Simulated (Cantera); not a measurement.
Cantera run, input and output.

```python
import numpy as np
import cantera as ct

gas = ct.Solution("gri30.yaml")
gas.TPX = 475, 130000, {'CH4': 1, 'C2H6': 0.12, 'C3H8': 0.4, 'O2': 3.4, 'N2': 12.8, 'H2O': 1.5}
inlet = ct.Reservoir(gas, clone=True)
gas.equilibrate("HP")  # start burning
reactor = ct.IdealGasConstPressureReactor(gas, energy="on", clone=False)
exhaust = ct.Reservoir(gas, clone=True)
tau = [0.5, 0.12, 0.031, 0.0076, 0.0019, 0.00047, 0.00012, 2.9e-05, 7.1e-06][0]
for a, b in ((inlet, reactor), (reactor, exhaust)):
    ct.MassFlowController(a, b, mdot=lambda t: reactor.mass / tau)
net = ct.ReactorNet([reactor])
show = ['CH4', 'C2H6', 'C3H8', 'CH2', 'HO2']

rows = []
print(f"{'tau/s':>10s}{'T/K':>9s}" + "".join(f"{s:>11s}" for s in show))
for tau in [0.5, 0.12, 0.031, 0.0076, 0.0019, 0.00047, 0.00012, 2.9e-05, 7.1e-06]:
    net.initial_time = 0.0
    net.advance(30 * tau)
    before = gas.X
    net.advance(40 * tau)
    drift = np.max(np.abs(gas.X - before) / (gas.X + 1e-9))
    rows.append([gas.T, *gas[show].X, drift])
    print(f"{tau:10.3e}{gas.T:9.1f}" + "".join(f"{x:11.3e}" for x in gas[show].X))
```

Result:

```
     tau/s      T/K        CH4       C2H6       C3H8        CH2        HO2
 5.000e-01   2080.2  1.392e-05  1.266e-08  3.266e-08  9.972e-08  1.139e-08
 1.200e-01   2074.9  2.325e-05  4.533e-08  1.132e-07  3.259e-07  3.442e-08
 3.100e-02   2065.4  3.321e-05  1.408e-07  3.392e-07  8.957e-07  1.047e-07
 7.600e-03   2048.5  5.290e-05  4.378e-07  1.017e-06  2.350e-06  3.080e-07
 1.900e-03   2022.3  1.080e-04  1.379e-06  3.109e-06  5.972e-06  8.118e-07
 4.700e-04   1980.0  3.122e-04  5.114e-06  1.112e-05  1.638e-05  2.338e-06
 1.200e-04    475.0  5.203e-02  6.243e-03  2.081e-02  1.515e-34 -2.959e-18
 2.900e-05    475.0  5.203e-02  6.243e-03  2.081e-02 -1.902e-35  4.322e-22
 7.100e-06    475.0  5.203e-02  6.243e-03  2.081e-02  1.714e-37  1.000e-22
```

Cantera simulation using GRI-Mech 3.0 (53 species, 325 reactions); the numbers are that mechanism's predictions, not measurements. GRI-Mech 3.0 was tuned for natural gas; its chemistry of propane as a main component is partial and can be far from experiment.
